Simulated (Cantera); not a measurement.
Input: 1 mol Si3N4, 0.25 mol Si, 0.064 mol H2, held at 2023.15 K and 44.0 Pa.

These are equilibrium values from Cantera (NASA tables, ideal gas, pure condensed phases), not measurements of a reactor. Candidate condensed phases: Si, Si3N4; 18 gas species. The tables' values for SiN are old estimates; treat these amounts as uncertain. Kinetics and transport are ignored.

Base state: N2 0.834, Si 0.130, H2 0.0202, H 0.0129, Si2 0.00142, Si2N 0.000786, SiN 0.000612, Si3 0.000301 (mole fractions); condensed: Si(l).

Q: What changes in the equilibrium state with this change: H2 from 0.064 to 0.038 mol?

A: 
| species | before | after |
|---|---|---|
| N2 | 0.834 | 0.846 |
| Si | 0.130 | 0.130 |
| H2 | 0.0202 | 0.0112 |
| H | 0.0129 | 0.00959 |
| SiH | 0.000248 | 0.000185 |
| Si2N | 0.000786 | 0.000792 |
| SiN | 0.000612 | 0.000616 |
| Si3 | 0.000301 | 0.000301 |
| Si2 | 0.00142 | 0.00142 |
| Si(l), mol | 2.92 | 2.93 |

Q: What changes in the equilibrium state with this change: pressure from 44.0 Pa to 7.00 mbar?

A: 
```json
[
 {"species": "N2", "before": "0.834", "after": "0.959"},
 {"species": "H2", "before": "0.0202", "after": "0.0287"},
 {"species": "Si", "before": "0.130", "after": "0.00814"},
 {"species": "H", "before": "0.0129", "after": "0.00385"},
 {"species": "Si3", "before": "0.000301", "after": "1.89e-5"},
 {"species": "Si2", "before": "0.00142", "after": "8.92e-5"},
 {"species": "SiN", "before": "0.000612", "after": "0.000164"},
 {"species": "Si2N", "before": "0.000786", "after": "0.000211"},
 {"species": "Si(l), mol", "before": "2.92", "after": "3.23"}
]
```
